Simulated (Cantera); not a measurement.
Mixture: C₃H₈ : O₂ : N₂ = 1 : 10.9 : 40.9 (molar parts), equivalence ratio 0.46, at 1.01 bar, adiabatic and at constant volume. Ignition delay is the time to a rise of 400 K.

Model: GRI-Mech 3.0 (53 species, 325 reactions), integrated in Cantera. GRI-Mech 3.0 was tuned for natural gas; its chemistry of propane as a main component is partial and can be far from experiment.

Q: Predict: delay at 1225 K; delay at 1375 K; delay at 1525 K; delay at 1675 K; delay at 1825 K; apparent activation energy between 1675 and 1825 K.

A: 
```json
{
  "delay at 1225 K": "3.21 ms",
  "delay at 1375 K": "0.268 ms",
  "delay at 1525 K": "53.5 µs",
  "delay at 1675 K": "19.7 µs",
  "delay at 1825 K": "10.4 µs",
  "apparent activation energy between 1675 and 1825 K": "110 kJ/mol"
}
```
